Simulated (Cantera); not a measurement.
A Cantera script and what it prints.

```python
import numpy as np
import cantera as ct

gas_names = [...]  # 123 gases of nasa_gas.yaml made of C, H, O, Si
cond_names = """
    C(gr) C6H6(L) C7H8(L) C8H18(L),n-octa H2O(s) H2O(L) Si(cr) Si(L) SiC(b) SiO2(Lqz) SiO2(hqz) SiO2(L)
""".split()


# ... load() reads the species with a 1 bar reference pressure and builds the phases ...
atoms = {
    'TEOS': {'Si': 1, 'C': 8, 'H': 20, 'O': 4},
    'O3': {'O': 3},
}
top_T = {'C(gr)': 4500, 'SiC(b)': 3050}  # K; cautious upper limits of use, not melting points


# ... equilibrate(T, P, feed) seeds the gas with the atoms and calls Mixture.equilibrate('TP', solver="vcs", rtol=1e-11, max_steps=5000) ...
results = []
feed = {'TEOS': 1, 'O3': 1.2}  # mol
T = 550  # K
P = 13332.2  # Pa
mix = equilibrate(T, P, feed)
results.append((T, P, feed, dict(zip(mix.species_names, mix.species_moles))))
x = sorted(zip(gas.X, gas.species_names), reverse=True)
print(f"T = {T:g} K  P = {P:g} Pa  gas = {mix.phase_moles(0):.4g} mol")
print("   x: " + "  ".join(f"{s} {v:.3e}" for v, s in x if v > 0.0001))
print("   condensed (mol): " + ("  ".join(f"{mix.phase(i).name} {mix.phase_moles(i):.4g}"
      for i in range(1, mix.n_phases) if mix.phase_moles(i) > 1e-12) or "none"))
```

Output:

```
T = 550 K  P = 13332.2 Pa  gas = 8.106 mol
   x: H2O 5.176e-01  CH4 3.203e-01  CO2 8.650e-02  H2 7.532e-02  CO 2.182e-04
   condensed (mol): C(gr) 4.7  SiO2(Lqz) 1
```

Cantera equilibrium calculation (NASA polynomials, part measured and part estimated; ideal gas, pure solids and liquids). The feed counts by its element totals alone.
